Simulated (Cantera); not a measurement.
# Premixed flame

A freely propagating, adiabatic, planar premixed flame of 26.2 % H₂, 15.5 % O₂, 58.3 % N₂, unburnt at 350 K and 39000 Pa; mixture-averaged transport, grid criteria slope 0.08 and curve 0.16, no radiation.

Detailed kinetics in Cantera: the H2/O2 subset of GRI-Mech 3.0, which has no nitrogen chemistry. Burning velocities carry a grid error of a few per cent, more on coarse grids.

| z (mm) | T (K) | u (m/s) | x H₂ | x O₂ | x H₂O₂ | x HO₂ | x H₂O | x O |
|---|---|---|---|---|---|---|---|---|
| -3.74 | 350 | 2.39 | 0.262 | 0.155 | <1e-8 | <1e-8 | <1e-8 | <1e-8 |
| -2.50 | 350 | 2.39 | 0.262 | 0.155 | <1e-8 | <1e-8 | <1e-8 | <1e-8 |
| -1.87 | 350 | 2.39 | 0.262 | 0.155 | <1e-8 | <1e-8 | <1e-8 | <1e-8 |
| -1.25 | 350 | 2.39 | 0.262 | 0.155 | <1e-8 | 3.28e-8 | 1.53e-7 | <1e-8 |
| -0.624 | 357 | 2.42 | 0.257 | 0.156 | 3.14e-6 | 3.77e-5 | 0.000146 | 5.38e-7 |
| -0.312 | 583 | 3.84 | 0.222 | 0.153 | 5.93e-5 | 0.000181 | 0.0166 | 0.000104 |
| 0 | 1041 | 6.62 | 0.133 | 0.122 | 4.36e-6 | 5.69e-5 | 0.0925 | 0.00332 |
| 0.312 | 1358 | 8.54 | 0.0532 | 0.0679 | 2.63e-6 | 2.58e-5 | 0.188 | 0.0104 |
| 0.624 | 1514 | 9.47 | 0.0323 | 0.0489 | 1.72e-6 | 1.61e-5 | 0.220 | 0.0123 |
| 1.25 | 1673 | 10.4 | 0.0282 | 0.0425 | 8.65e-7 | 1.12e-5 | 0.233 | 0.0113 |
| 2.50 | 1827 | 11.2 | 0.0252 | 0.0387 | 4.33e-7 | 7.94e-6 | 0.245 | 0.00896 |
| 4.99 | 1969 | 12.0 | 0.0203 | 0.0351 | 2.41e-7 | 5.32e-6 | 0.258 | 0.00635 |
| 9.98 | 2088 | 12.6 | 0.0144 | 0.0322 | 1.56e-7 | 3.46e-6 | 0.270 | 0.00399 |
x: mole fraction of selected species; z is measured from the peak of heat release.

laminar burning velocity: 239 cm/s
thermal thickness: 1.25 mm
peak x(H₂O₂): 6.07e-5
peak x(HO₂): 0.000259
peak x(O): 0.0123
grid points: 116
